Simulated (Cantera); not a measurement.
An isothermal, constant-pressure homogeneous reactor starts with C₃H₈ : H₂ = 1 : 42 (molar parts), at 1350 K and 20.0 Torr.

Detailed kinetics in Cantera: GRI-Mech 3.0 (53 species, 325 reactions). GRI-Mech 3.0 was tuned for natural gas; its chemistry of propane as a main component is partial and can be far from experiment. GRI-Mech 3.0 stops at C3 and has no aromatics, soot or wall deposition, so with more carbon than oxygen in the feed, carbon stays in small species such as C2H2 where larger ones or solid carbon would form. Radical loss at walls, strong at low pressure, is not modelled.

x: mole fraction; the columns are a selection and need not sum to one.

```tsv
t (s)	x C₃H₈	x H₂	x C₂H	x CH₂	x C₂H₂	x CH₃
0.000100	0.0230	0.976	<1e-12	1.82e-9	8.61e-9	0.000127
0.000363	0.0213	0.975	<1e-12	…	…	…
0.00132	0.00871	0.962	9.46e-11	2.88e-7	0.000227	0.000966
0.00477	…	0.954	8.18e-10	…	…	…
0.0173	2.91e-7	0.954	4.01e-10	3.43e-9	0.00570	5.00e-5
0.0628	4.04e-9	0.954	1.78e-10	3.55e-10	0.00802	1.57e-5
0.228	1.19e-9	0.954	1.20e-10	9.00e-11	0.0108	7.83e-6
0.827	5.56e-10	0.955	1.53e-10	6.92e-11	0.0156	6.92e-6
3.00	1.22e-10	0.955	1.95e-10	6.47e-11	0.0203	6.75e-6
```

Complete the blanks.


- 0.000363, x CH₂: 5.26e-8
- 0.000363, x C₂H₂: 1.74e-6
- 0.000363, x CH₃: 0.000518
- 0.00477, x C₃H₈: 7.85e-5
- 0.00477, x CH₂: 4.76e-8
- 0.00477, x C₂H₂: 0.00301
- 0.00477, x CH₃: 0.000199
